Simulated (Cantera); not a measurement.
An isothermal, constant-pressure homogeneous reactor starts with CH₄ : H₂ = 0.029 : 1 (molar parts), at 1375 K and 0.0543 atm. Integrator tolerance rtol = 1e-08.

Detailed kinetics in Cantera: GRI-Mech 3.0 (53 species, 325 reactions). GRI-Mech 3.0 stops at C3 and has no aromatics, soot or wall deposition, so with more carbon than oxygen in the feed, carbon stays in small species such as C2H2 where larger ones or solid carbon would form.

### Question
What does this change do: temperature 1375 to 1650 K?

### Answer
```
quantity                                             before                                      after
-----------------  ----------------------------------------  -----------------------------------------
x(CH₄) at 2.00 s      0.0281 (gas-phase equilibrium 0.0152)     0.0111 (gas-phase equilibrium 0.00120)
x(H₂) at 2.00 s         0.972 (gas-phase equilibrium 0.978)        0.980 (gas-phase equilibrium 0.985)
x(H) at 2.00 s      1.25e-5 (gas-phase equilibrium 1.46e-5)  0.000368 (gas-phase equilibrium 0.000387)
x(C₂H₂) at 2.00 s   2.77e-5 (gas-phase equilibrium 0.00597)     0.00820 (gas-phase equilibrium 0.0131)
x(C₂H₄) at 2.00 s  1.09e-5 (gas-phase equilibrium 0.000355)    3.89e-5 (gas-phase equilibrium 5.11e-5)
```

### Question
What does this change do: temperature 1375 to 2000 K?

### Answer
| quantity | before | after |
|---|---|---|
| x(CH₄) at 2.00 s | 0.0281 (gas-phase equilibrium 0.0152) | 9.93e-5 (gas-phase equilibrium 9.47e-5) |
| x(H₂) at 2.00 s | 0.972 (gas-phase equilibrium 0.978) | 0.979 (gas-phase equilibrium 0.979) |
| x(H) at 2.00 s | 1.25e-5 (gas-phase equilibrium 1.46e-5) | 0.00691 (gas-phase equilibrium 0.00691) |
| x(C₂H₂) at 2.00 s | 2.77e-5 (gas-phase equilibrium 0.00597) | 0.0136 (gas-phase equilibrium 0.0136) |
| x(C₂H₄) at 2.00 s | 1.09e-5 (gas-phase equilibrium 0.000355) | 4.91e-6 (gas-phase equilibrium 4.91e-6) |

### Question
What does this change do: temperature 1375 to 1975 K?

### Answer
```tsv
quantity	before	after
x(CH₄) at 2.00 s	0.0281 (gas-phase equilibrium 0.0152)	0.000122 (gas-phase equilibrium 0.000110)
x(H₂) at 2.00 s	0.972 (gas-phase equilibrium 0.978)	0.980 (gas-phase equilibrium 0.980)
x(H) at 2.00 s	1.25e-5 (gas-phase equilibrium 1.46e-5)	0.00582 (gas-phase equilibrium 0.00582)
x(C₂H₂) at 2.00 s	2.77e-5 (gas-phase equilibrium 0.00597)	0.0136 (gas-phase equilibrium 0.0136)
x(C₂H₄) at 2.00 s	1.09e-5 (gas-phase equilibrium 0.000355)	5.66e-6 (gas-phase equilibrium 5.66e-6)
```
